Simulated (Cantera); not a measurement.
Feed: 1 mol Fe₂O₃, 2 mol O₂, 0.55 mol CO₂, equilibrated at 1598.15 K and 1 atm.

Cantera equilibrium calculation (NASA polynomials, part measured and part estimated; ideal gas, pure solids and liquids). Candidate condensed phases: C, Fe, Fe(CO)₅, FeO, Fe₂O₃, Fe₃O₄; 15 gas species. Rates play no part.

Base state: O₂ 0.784, CO₂ 0.216, O 1.25e-5 (mole fractions); condensed: Fe₂O₃(s).

### Question
What changes in the equilibrium state with this change: Fe₂O₃ replaced by MgO?

### Answer
| species | before | after |
|---|---|---|
| O₂ | 0.784 | 0.784 |
| CO₂ | 0.216 | 0.216 |
| O | 1.25e-5 | 1.25e-5 |
| Fe₂O₃(s), mol | 1.00 | 0 |
| MgO(s), mol | 0 | 1.00 |
Further candidate phases: Mg, MgCO₃, MgO.

### Question
What changes in the equilibrium state with this change: Fe₂O₃ replaced by CaO?

### Answer
```tsv
species	before	after
O₂	0.784	0.784
CO₂	0.216	0.216
O	1.25e-5	1.25e-5
Fe₂O₃(s), mol	1.00	0
CaO(s), mol	0	1.00
```
Further candidate phases: Ca, CaCO₃, CaO.
